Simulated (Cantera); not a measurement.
**Stirred combustor or abatement burner**

A perfectly stirred reactor is fed with 4.79 % C3H8, 20.0 % O2, 75.2 % N2, at 60000 Pa; it is adiabatic with a 675 K inlet, and is followed from long to short residence time, starting on the burning branch (τ in s: 0.12, 0.051, 0.021, 0.0089, 0.0037, 0.0016, 0.00065, 0.00027, 0.00011, 4.7e-05).

Cantera simulation using GRI-Mech 3.0 (53 species, 325 reactions); the numbers are that mechanism's predictions, not measurements. GRI-Mech 3.0 was tuned for natural gas; its chemistry of propane as a main component is partial and can be far from experiment.

| τ (s) | T (K) | x C3H8 | x O2 | x C2H6 | x C2H4 | x H2O2 |
|---|---|---|---|---|---|---|
| 0.12 | 2396 | 1.15e-7 | 0.00186 | 1.09e-9 | 3.78e-7 | 2.95e-8 |
| 0.051 | 2382 | 2.51e-7 | 0.00234 | 2.34e-9 | 7.66e-7 | 3.32e-8 |
| 0.021 | 2357 | 5.49e-7 | 0.00316 | 4.95e-9 | 1.49e-6 | 3.86e-8 |
| 0.0089 | 2324 | 1.15e-6 | 0.00432 | 9.73e-9 | 2.74e-6 | 4.55e-8 |
| 0.0037 | 2281 | 2.44e-6 | 0.00578 | 1.90e-8 | 5.10e-6 | 5.43e-8 |
| 0.0016 | 2239 | 5.14e-6 | 0.00735 | 3.64e-8 | 9.66e-6 | 6.47e-8 |
| 0.00065 | 2195 | 1.20e-5 | 0.00929 | 7.82e-8 | 2.11e-5 | 7.85e-8 |
| 0.00027 | 2153 | 2.95e-5 | 0.0121 | 1.84e-7 | 5.18e-5 | 9.96e-8 |
| 0.00011 | 2084 | 8.76e-5 | 0.0188 | 5.61e-7 | 0.000172 | 1.64e-7 |
| 4.7e-5 | 675 | 0.0479 | 0.200 | <1e-12 | <1e-12 | <1e-12 |
x: mole fraction; the columns are a selection and need not sum to one.
